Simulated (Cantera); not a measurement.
## Premixed flame

A freely propagating, adiabatic, planar premixed flame of 24.9 % H2, 15.8 % O2, 59.3 % N2, unburnt at 423 K and 41000 Pa; mixture-averaged transport, grid criteria slope 0.08 and curve 0.16, no radiation.

Detailed kinetics in Cantera: the H2/O2 subset of GRI-Mech 3.0, which has no nitrogen chemistry. Burning velocities carry a grid error of a few per cent, more on coarse grids.

| z (mm) | T (K) | u (m/s) | x H2 | x O2 | x H2O2 | x O | x H2O | x H |
|---|---|---|---|---|---|---|---|---|
| -3.78 | 423 | 3.05 | 0.249 | 0.158 | <1e-8 | <1e-8 | <1e-8 | <1e-8 |
| -2.52 | 423 | 3.05 | 0.249 | 0.158 | <1e-8 | <1e-8 | <1e-8 | <1e-8 |
| -1.89 | 423 | 3.05 | 0.249 | 0.158 | <1e-8 | <1e-8 | <1e-8 | <1e-8 |
| -1.26 | 423 | 3.05 | 0.249 | 0.158 | <1e-8 | <1e-8 | 8.88e-8 | <1e-8 |
| -0.630 | 432 | 3.10 | 0.244 | 0.159 | 3.78e-6 | 1.38e-6 | 0.000253 | 1.02e-5 |
| -0.315 | 642 | 4.48 | 0.211 | 0.155 | 3.28e-5 | 0.000136 | 0.0169 | 0.00304 |
| 0 | 1078 | 7.28 | 0.121 | 0.123 | 3.48e-6 | 0.00403 | 0.0937 | 0.0251 |
| 0.315 | 1387 | 9.26 | 0.0445 | 0.0701 | 2.67e-6 | 0.0116 | 0.185 | 0.0416 |
| 0.630 | 1537 | 10.2 | 0.0281 | 0.0545 | 1.66e-6 | 0.0132 | 0.211 | 0.0382 |
| 1.26 | 1693 | 11.1 | 0.0246 | 0.0490 | 8.24e-7 | 0.0119 | 0.224 | 0.0279 |
| 2.52 | 1843 | 12.0 | 0.0213 | 0.0455 | 4.22e-7 | 0.00932 | 0.235 | 0.0179 |
| 5.04 | 1980 | 12.8 | 0.0164 | 0.0425 | 2.41e-7 | 0.00648 | 0.247 | 0.01000 |
| 10.1 | 2090 | 13.4 | 0.0110 | 0.0402 | 1.59e-7 | 0.00399 | 0.259 | 0.00474 |
x: mole fraction of selected species; z is measured from the peak of heat release.

The laminar burning velocity is 305 cm/s and the thermal thickness is 1.26 mm. The peak x(H2O2) is 3.45e-5 and the peak x(O) is 0.0132. The peak x(H) is 0.0418. The grid points comes out as 110.
